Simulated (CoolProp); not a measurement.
Vapour-liquid equilibrium of ethanol (1) + cyclopentane (2) at 456.9 K; x and y are mole fractions of (1).

Computed with CoolProp (multi-fluid Helmholtz-energy mixture model, Schroeder 2014 and Gedanitz 2015; pair parameters Bell 2016).

| x | bubble pressure, mixture model (kPa) | bubble pressure, Raoult's law (kPa) | y, mixture model | y, Raoult's law |
|---|---|---|---|---|
| 0.05 | 2398 | 2073 | 0.130 | 0.052 |
| 0.2 | 2904 | 2084 | 0.311 | 0.206 |
| 0.35 | 3050 | 2096 | 0.392 | 0.358 |
| 0.5 | 3050 | 2107 | 0.458 | 0.509 |
| 0.65 | 2922 | 2119 | 0.546 | 0.658 |
| 0.8 | 2626 | 2130 | 0.694 | 0.806 |
| 0.95 | 2247 | 2141 | 0.918 | 0.952 |

The largest gap from Raoult's law is +45.5 % in bubble pressure, at x = 0.35. y crosses x between x = 0.35 and 0.5: the model has an azeotrope there.

The pair parameters rest on a limited set of measurements; away from them the model extrapolates.
